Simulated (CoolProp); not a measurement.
Vapour-liquid equilibrium of p-xylene (1) + n-nonane (2) at 0.0141 bar; x and y are mole fractions of (1).

The numbers come from the multi-fluid Helmholtz-energy mixture model, Zhou 2012 and Lemmon 2006; pair parameters Bell 2016 in CoolProp.

```tsv
x	bubble temperature, mixture model (°C)	bubble temperature, Raoult's law (°C)	y, mixture model	y, Raoult's law
0.05	39.0	39.2	0.100	0.090
0.125	37.7	38.1	0.229	0.213
0.2	36.5	37.0	0.337	0.323
0.275	35.5	36.0	0.431	0.421
0.35	34.5	35.0	0.514	0.509
0.425	33.6	34.1	0.588	0.588
0.5	32.8	33.2	0.656	0.660
0.575	32.0	32.4	0.718	0.725
0.65	31.3	31.6	0.776	0.784
0.725	30.6	30.8	0.830	0.838
0.8	29.9	30.0	0.881	0.888
0.875	29.2	29.3	0.928	0.933
0.95	28.6	28.6	0.972	0.974
```

The largest gap from Raoult's law is -0.5 K in bubble temperature, at x = 0.275. No azeotrope shows between x = 0.05 and 0.95.

Pair parameters are fitted to limited data, so mixtures are less certain than the pure fluids.
